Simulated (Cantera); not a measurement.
What does this Cantera script print?

```python
import numpy as np
import cantera as ct

gas_names = """
    AL ALCL ALCL2 ALCL3 ALH ALO ALOCL ALOH ALO2 ALO2H AL2 AL2CL6 AL2O AL2O2 CL CLO CL2 H HALO HCL HOCL
    HO2 H2 H2O H2O2 O OH O2 O3
""".split()
cond_names = """
    AL(cr) AL(L) ALCL3(s) ALCL3(L) AL2O3(a) AL2O3(L) H2O(s) H2O(L)
""".split()


# ... load() reads the species with a 1 bar reference pressure and builds the phases ...
atoms = {
    'Al2O3': {'AL': 2, 'O': 3},
    'HCl': {'H': 1, 'CL': 1},
    'O2': {'O': 2},
}
top_T = {}  # K; cautious upper limits of use, not melting points


# ... equilibrate(T, P, feed) seeds the gas with the atoms and calls Mixture.equilibrate('TP', solver="vcs", rtol=1e-11, max_steps=5000) ...
results = []
feed = {'Al2O3': 1, 'HCl': 2, 'O2': 8.1}  # mol
P = 133.322  # Pa
for T in [1498, 1548, 1598, 1648, 1698, 1748, 1798, 1848, 1898]:
    mix = equilibrate(T, P, feed)
    results.append((T, P, feed, dict(zip(mix.species_names, mix.species_moles))))
    x = sorted(zip(gas.X, gas.species_names), reverse=True)
    print(f"T = {T:g} K  P = {P:g} Pa  gas = {mix.phase_moles(0):.4g} mol")
    print("   x: " + "  ".join(f"{s} {v:.3e}" for v, s in x if v > 1e-06))
    print("   condensed (mol): " + ("  ".join(f"{mix.phase(i).name} {mix.phase_moles(i):.4g}"
          for i in range(1, mix.n_phases) if mix.phase_moles(i) > 1e-12) or "none"))
```

It prints:

```
T = 1498 K  P = 133.322 Pa  gas = 10.22 mol
   x: O2 7.804e-01  HCL 1.467e-01  CL 4.720e-02  H2O 2.437e-02  CL2 8.941e-04  OH 2.758e-04  O 9.547e-05  CLO 3.753e-05  HOCL 1.495e-06  H2 1.392e-06
   condensed (mol): AL2O3(a) 1
T = 1548 K  P = 133.322 Pa  gas = 10.24 mol
   x: O2 7.771e-01  HCL 1.398e-01  CL 5.424e-02  H2O 2.753e-02  CL2 6.143e-04  OH 4.467e-04  O 1.842e-04  CLO 4.045e-05  H2 3.014e-06  HOCL 1.483e-06  H 1.464e-06
   condensed (mol): AL2O3(a) 1
T = 1598 K  P = 133.322 Pa  gas = 10.26 mol
   x: O2 7.736e-01  HCL 1.327e-01  CL 6.140e-02  H2O 3.079e-02  OH 7.011e-04  CL2 4.262e-04  O 3.411e-04  CLO 4.310e-05  H2 6.211e-06  H 3.633e-06  HOCL 1.460e-06
   condensed (mol): AL2O3(a) 1
T = 1648 K  P = 133.322 Pa  gas = 10.28 mol
   x: O2 7.700e-01  HCL 1.253e-01  CL 6.859e-02  H2O 3.407e-02  OH 1.068e-03  O 6.085e-04  CL2 2.989e-04  CLO 4.546e-05  H2 1.221e-05  H 8.521e-06  HOCL 1.428e-06
   condensed (mol): AL2O3(a) 1
T = 1698 K  P = 133.322 Pa  gas = 10.3 mol
   x: O2 7.661e-01  HCL 1.179e-01  CL 7.576e-02  H2O 3.729e-02  OH 1.584e-03  O 1.049e-03  CL2 2.118e-04  CLO 4.754e-05  H2 2.296e-05  H 1.898e-05  HOCL 1.387e-06
   condensed (mol): AL2O3(a) 1
T = 1748 K  P = 133.322 Pa  gas = 10.33 mol
   x: O2 7.620e-01  HCL 1.105e-01  CL 8.283e-02  H2O 4.039e-02  OH 2.290e-03  O 1.753e-03  CL2 1.516e-04  CLO 4.934e-05  H2 4.145e-05  H 4.028e-05  HOCL 1.339e-06
   condensed (mol): AL2O3(a) 1
T = 1798 K  P = 133.322 Pa  gas = 10.36 mol
   x: O2 7.575e-01  HCL 1.031e-01  CL 8.973e-02  H2O 4.327e-02  OH 3.233e-03  O 2.846e-03  CL2 1.096e-04  H 8.182e-05  H2 7.199e-05  CLO 5.086e-05  ALOCL 1.365e-06  HOCL 1.286e-06
   condensed (mol): AL2O3(a) 1
T = 1848 K  P = 133.322 Pa  gas = 10.39 mol
   x: O2 7.524e-01  CL 9.641e-02  HCL 9.593e-02  H2O 4.588e-02  O 4.500e-03  OH 4.462e-03  H 1.595e-04  H2 1.206e-04  CL2 7.995e-05  CLO 5.209e-05  ALOCL 2.748e-06  HOCL 1.228e-06
   condensed (mol): AL2O3(a) 1
T = 1898 K  P = 133.322 Pa  gas = 10.42 mol
   x: O2 7.466e-01  CL 1.028e-01  HCL 8.892e-02  H2O 4.812e-02  O 6.941e-03  OH 6.029e-03  H 2.992e-04  H2 1.954e-04  CL2 5.883e-05  CLO 5.303e-05  ALOCL 5.305e-06  HOCL 1.165e-06
   condensed (mol): AL2O3(a) 1
```

Equilibrium computed with Cantera from the NASA thermochemical tables; the gas is ideal and each condensed phase is pure.
